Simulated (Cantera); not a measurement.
An isothermal, constant-pressure homogeneous reactor starts with 10.9 % NO, 89.1 % N₂, at 2075 K and 0.220 bar.

Detailed kinetics in Cantera: GRI-Mech 3.0 (53 species, 325 reactions).

### Question
Predict: x(NO) at 5.00 s; x(N₂) at 5.00 s; x(N₂O) at 5.00 s; x(NO₂) at 5.00 s; x(O) at 5.00 s; x(O₂) at 5.00 s.

### Answer
| Item | Value |
|---|---|
| x(NO) at 5.00 s | 0.0169 (gas-phase equilibrium 0.00508) |
| x(N₂) at 5.00 s | 0.937 (gas-phase equilibrium 0.943) |
| x(N₂O) at 5.00 s | 2.49e-7 (gas-phase equilibrium 1.46e-7) |
| x(NO₂) at 5.00 s | 5.64e-6 (gas-phase equilibrium 1.80e-6) |
| x(O) at 5.00 s | 0.000536 (gas-phase equilibrium 0.000567) |
| x(O₂) at 5.00 s | 0.0456 (gas-phase equilibrium 0.0515) |
